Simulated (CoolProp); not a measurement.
Vapour pressure (kPa) of sulfur hexafluoride: the reference equation beside estimates from Tc = 45.6 °C, pc = 3755 kPa, ω = 0.210.

Computed with CoolProp (reference Helmholtz-energy equation of state, Guder 2009).

```tsv
T (°C)	reference	Lee-Kesler	van der Waals	Redlich-Kwong	Peng-Robinson
-36.35	391.3	398.8	1013	532.4	395.7
-33.95	427.5	435.5	1064	575.6	432.0
-31.65	464.4	473.0	1114	619.4	469.1
-29.25	505.5	514.5	1168	667.5	510.3
-26.85	549.2	558.7	1224	718.1	554.2
-24.45	595.6	605.7	1281	771.3	600.9
-22.05	644.9	655.4	1340	827.3	650.5
-19.65	697.2	708.2	1401	885.9	703.1
-17.25	752.6	763.9	1464	947.4	758.8
-14.85	811.2	822.8	1528	1012	817.7
-12.45	873.0	884.9	1594	1079	880.0
-10.05	938.3	950.4	1662	1149	945.8
-7.65	1007	1019	1731	1223	1015
-5.25	1080	1092	1802	1299	1088
```

Absolute difference from the reference over all 14 rows, mean and median: Lee-Kesler 1.6 and 1.6 %, van der Waals 107.6 and 104.4 %, Redlich-Kwong 27.9 and 27.7 %, Peng-Robinson 0.9 and 0.9 %.
